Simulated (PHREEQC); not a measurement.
Make-up at 25 °C: 0.0071 mol/kgw NH4HSO4 and 0.0068 mol/kgw NaHF2. Closed to the air; pH follows from the charge balance.

All values are PHREEQC results (ion-association model, phreeqc.dat), not measurements.

```tsv
quantity	before	after
pH	2.61	2.88
HF (mol/kgw)	0.0101	0.00844
SO4-2 (mol/kgw)	0.00580	0.00312
F- (mol/kgw)	0.00323	0.00483
```

Q: Name the change that produced these shifts.
A) NaHF2 replaced by Na2SiF6 at the same molality
B) NH4HSO4 from 0.0071 to 0.00355 mol/kgw
C) NaHF2 from 0.0068 to 0.00068 mol/kgw
D) diluted 5-fold with water
E) 0.00057 mol/kgw NaBr added

A: B, NH4HSO4 from 0.0071 to 0.00355 mol/kgw

Precipitation was switched off in this run.
